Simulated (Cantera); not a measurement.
An isothermal, constant-pressure homogeneous reactor starts with 49.9 % N₂O, 49.9 % O₂, 0.150 % N₂, at 1225 K and 100000 Pa.

Model: GRI-Mech 3.0 (53 species, 325 reactions), integrated in Cantera. GRI-Mech 3.0 was tuned for natural gas; its chemistry of N2O as a main component is partial and can be far from experiment. The mechanism lacks the step 2 NO + O2 → 2 NO2, which can matter for NO2 below about 1400 K. The temperature is held fixed by assumption; the heat of reaction is taken as removed at once.

Problem. Predict: x(N₂O) at 10.0 s; x(O₂) at 10.0 s; x(NO₂) at 10.0 s; x(N₂) at 10.0 s; x(NO) at 10.0 s; x(O) at 10.0 s.

Solution. 
| Item | Result |
|---|---|
| x(N₂O) at 10.0 s | 0.00147 (gas-phase equilibrium 1.40e-8) |
| x(O₂) at 10.0 s | 0.582 (gas-phase equilibrium 0.599) |
| x(NO₂) at 10.0 s | 0.000667 (gas-phase equilibrium 7.22e-6) |
| x(N₂) at 10.0 s | 0.383 (gas-phase equilibrium 0.401) |
| x(NO) at 10.0 s | 0.0327 (gas-phase equilibrium 0.000286) |
| x(O) at 10.0 s | 5.05e-8 (gas-phase equilibrium 3.28e-8) |
